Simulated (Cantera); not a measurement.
Cantera run, input and output.

```python
import numpy as np
import cantera as ct

gas = ct.Solution("gri30.yaml")
gas.TPX = 1350, 2666, {'N2O': 1, 'H2O': 0.017}
inlet = ct.Reservoir(gas, clone=True)

reactor = ct.IdealGasConstPressureReactor(gas, energy="off", clone=False)
exhaust = ct.Reservoir(gas, clone=True)
tau = [5.5, 2, 0.74, 0.27, 0.1, 0.037, 0.014, 0.005][0]
for a, b in ((inlet, reactor), (reactor, exhaust)):
    ct.MassFlowController(a, b, mdot=lambda t: reactor.mass / tau)
net = ct.ReactorNet([reactor])
show = ['N2O', 'H2O', 'OH', 'H2O2', 'O', 'HO2']

rows = []
print(f"{'tau/s':>10s}{'T/K':>9s}" + "".join(f"{s:>11s}" for s in show))
for tau in [5.5, 2, 0.74, 0.27, 0.1, 0.037, 0.014, 0.005]:
    net.initial_time = 0.0
    net.advance(30 * tau)
    before = gas.X
    net.advance(40 * tau)
    drift = np.max(np.abs(gas.X - before) / (gas.X + 1e-9))
    rows.append([gas.T, *gas[show].X, drift])
    print(f"{tau:10.3e}{gas.T:9.1f}" + "".join(f"{x:11.3e}" for x in gas[show].X))
```

Result:

```
     tau/s      T/K        N2O        H2O         OH       H2O2          O        HO2
 5.500e+00   1350.0  3.534e-01  1.316e-02  5.429e-05  7.646e-10  1.333e-05  1.705e-07
 2.000e+00   1350.0  5.941e-01  1.451e-02  5.608e-05  1.183e-09  1.360e-05  4.601e-07
 7.400e-01   1350.0  7.903e-01  1.561e-02  5.530e-05  2.597e-09  1.385e-05  1.135e-06
 2.700e-01   1350.0  9.024e-01  1.624e-02  5.081e-05  7.403e-09  1.416e-05  2.443e-06
 1.000e-01   1350.0  9.516e-01  1.652e-02  4.336e-05  1.960e-08  1.449e-05  4.335e-06
 3.700e-02   1350.0  9.713e-01  1.663e-02  3.419e-05  4.036e-08  1.473e-05  6.382e-06
 1.400e-02   1350.0  9.787e-01  1.667e-02  2.448e-05  5.359e-08  1.478e-05  7.377e-06
 5.000e-03   1350.0  9.817e-01  1.670e-02  1.448e-05  2.790e-08  1.461e-05  5.287e-06
```

Detailed kinetics in Cantera: GRI-Mech 3.0 (53 species, 325 reactions). GRI-Mech 3.0 was tuned for natural gas; its chemistry of N2O as a main component is partial and can be far from experiment. Radical loss at walls, strong at low pressure, is not modelled. The mechanism lacks the step 2 NO + O2 → 2 NO2, which can matter for NO2 below about 1400 K. The temperature is held fixed by assumption; the heat of reaction is taken as removed at once.
